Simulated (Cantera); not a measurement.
A closed system holds: 1 mol SiCl4, 11 mol NO, 0.1 mol H2, at 702 °C and 2.78 Torr.

These are equilibrium values from Cantera (NASA tables, ideal gas, pure condensed phases), not measurements of a reactor. Candidate condensed phases: H2O, NH4Cl, Si, SiO2, Si2N2O, Si3N4; 47 gas species. The numbers say what is thermodynamically allowed, not how fast it happens.

Base state: N2 0.454, O2 0.372, Cl2 0.156, HCl 0.0165, Cl 0.00172, H2O 2.62e-5, NO 2.38e-5 (mole fractions); condensed: SiO2(β-quartz).

What changes in the equilibrium state with this change: NO from 11 to 0.13 mol?


```json
[
 {"species": "SiCl4", "before": "<1e-9", "after": "0.760"},
 {"species": "HCl", "before": "0.0165", "after": "0.163"},
 {"species": "N2", "before": "0.454", "after": "0.0528"},
 {"species": "O2", "before": "0.372", "after": "<1e-9"},
 {"species": "Cl2", "before": "0.156", "after": "0.0240"},
 {"species": "NO", "before": "2.38e-5", "after": "<1e-9"},
 {"species": "H2O", "before": "2.62e-5", "after": "3.19e-9"},
 {"species": "Cl", "before": "0.00172", "after": "0.000675"},
 {"species": "SiO2(β-quartz), mol", "before": "1.00", "after": "0.0650"}
]
```

What changes in the equilibrium state with this change: 0.23 mol HF added?


| species | before | after |
|---|---|---|
| N2 | 0.454 | 0.446 |
| O2 | 0.372 | 0.368 |
| Cl2 | 0.156 | 0.147 |
| HCl | 0.0165 | 0.0290 |
| SiF4 | 0 | 0.00325 |
| HF | 0 | 0.00565 |
| H2O | 2.62e-5 | 8.60e-5 |
| Cl | 0.00172 | 0.00167 |
| NO | 2.38e-5 | 2.35e-5 |
| SiO2(β-quartz), mol | 1.00 | 0.960 |
